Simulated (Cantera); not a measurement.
A closed system holds: 1 mol TEOS, 1 mol H₂O, 5 mol N₂, held at 0.740 bar.

Method: chemical equilibrium by Gibbs-energy minimisation in Cantera with the NASA 1993 tables (ideal gas, pure condensed phases). Candidate condensed phases: C, C₆H₆, C₇H₈, C₈H₁₈, H₂O, Si, SiC, SiO₂, Si₂N₂O, Si₃N₄; 151 gas species. The feed counts by its element totals alone. Rates play no part.

x: gas mole fraction; n: condensed amount in mol.

```
T (K)   x H₂   x N₂   x CO     x HCN     x SiO       x H     x CH₄  n C(graphite)  n Si₂N₂O(s)  n SiC(s)
-----  -----  -----  -----  --------  --------  --------  --------  -------------  -----------  --------
1598   0.549  0.225  0.225  0.000710   3.43e-5   4.58e-5  0.000367           3.48        0.500         0
1623   0.549  0.225  0.225  0.000827   5.53e-5   5.95e-5  0.000331           3.48        0.499         0
1648   0.549  0.225  0.225  0.000959   8.79e-5   7.67e-5  0.000299           3.48        0.499         0
1673   0.549  0.225  0.225   0.00111  0.000138   9.81e-5  0.000271           3.47        0.499         0
1698   0.549  0.224  0.225       [?]       [?]       [?]       [?]           3.47        0.498         0
1723   0.549  0.224  0.225   0.00146  0.000325  0.000157  0.000224           3.47        0.497         0
1748   0.548  0.224  0.225   0.00166  0.000489  0.000197  0.000205           3.46        0.495         0
1773   0.548  0.224  0.224   0.00188  0.000727  0.000245  0.000187           3.46        0.493         0
1798   0.548  0.224  0.224   0.00213   0.00107  0.000303  0.000172           3.46        0.489         0
1823   0.522  0.237  0.237   0.00241   0.00140  0.000364  0.000144           2.00            0     0.971
1848   0.522  0.237  0.237       [?]   0.00150       [?]  0.000133           2.00            0     0.968
1873   0.521  0.236  0.236   0.00303   0.00161  0.000542  0.000123           1.99            0     0.966
1898   0.521  0.236  0.236   0.00339   0.00171  0.000656  0.000114           1.99            0     0.964
1923   0.521  0.236  0.236   0.00377   0.00183  0.000790  0.000105           1.98            0     0.962
```

Complete the blanks.


- 1698, x HCN: 0.00127
- 1698, x SiO: 0.000213
- 1698, x H: 0.000125
- 1698, x CH₄: 0.000246
- 1848, x HCN: 0.00271
- 1848, x H: 0.000445
